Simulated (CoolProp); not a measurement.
A Linde-Hampson liquefier for carbon monoxide: isothermal reversible compression at 300 K from 1 atm to 20 MPa, throttling to 1 atm, return gas leaving the recuperator 2 K below the feed. Each further row changes one setting.

Values from CoolProp's reference Helmholtz-energy equation of state, Lemmon 2006. It is a short technical equation, of lower accuracy than the large ones.

```json
[
 {"case": "as stated", "liquid yield per pass": "[?]", "compression work (kJ/kg of gas)": "470"},
 {"case": "high pressure 40 MPa", "liquid yield per pass": "[?]", "compression work (kJ/kg of gas)": "539"},
 {"case": "warm-end temperature 330 K", "liquid yield per pass": "0.059", "compression work (kJ/kg of gas)": "[?]"},
 {"case": "warm-end gap 7 K", "liquid yield per pass": "[?]", "compression work (kJ/kg of gas)": "470"}
]
```

Q: Some entries are withheld; supply them.

A: 
- as stated, liquid yield per pass: 0.080
- high pressure 40 MPa, liquid yield per pass: 0.101
- warm-end temperature 330 K, compression work (kJ/kg of gas): 520
- warm-end gap 7 K, liquid yield per pass: 0.069
